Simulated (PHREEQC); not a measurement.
0.46 g of hydrous ferric oxide (600 m²/g; 0.2 weak and 0.005 strong sites per Fe, Dzombak-Morel constants, diffuse double layer) in 1 kg of water with 0.3 mol/kgw of an inert sodium salt and 1.3 mmol/kgw NaF, 0.015 mmol/kgw ZnCl2 and 1.2 mmol/kgw SrCl2, at 25 °C; the pH is set by adding NaOH or the inert anion's acid. O2 is buffered at 0.21 atm. CO2 from the air is kept out. No solid was allowed to form.

The series has 13 steps of pH, from 3 to 11.

Computed with PHREEQC (ion-association model, wateq4f.dat).

Task: Near which pH is half of the Zn sorbed, and on which side is more sorbed?

Result: Near pH 5.9, with more sorbed at higher pH.

The oxide is taken as insoluble; below pH 4 it would dissolve.
